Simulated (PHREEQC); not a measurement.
Make-up at 20 °C: 3.2 mmol/kgw KOH, 4.7 mmol/kgw Fe(NO3)3 and 0.93 mmol/kgw CO2. Closed to the air; pH follows from the charge balance.

The numbers come from PHREEQC with the ion-association model, wateq4f.dat.

Problem. The ionic strength comes out as 0.0232 mol/kgw. What activity coefficients do Fe(OH)2+, FeOH+2, NO3-, Fe3(OH)4+5, Fe+3 get?

Solution. Fe(OH)2+ 0.87, FeOH+2 0.57, NO3- 0.86, Fe3(OH)4+5 0.026, Fe+3 0.33.

No solid was allowed to form. Examples of supersaturated solids here: Fe(OH)3(a), Hematite (slow to form). Others may be too. Species that the database lacks are ignored.
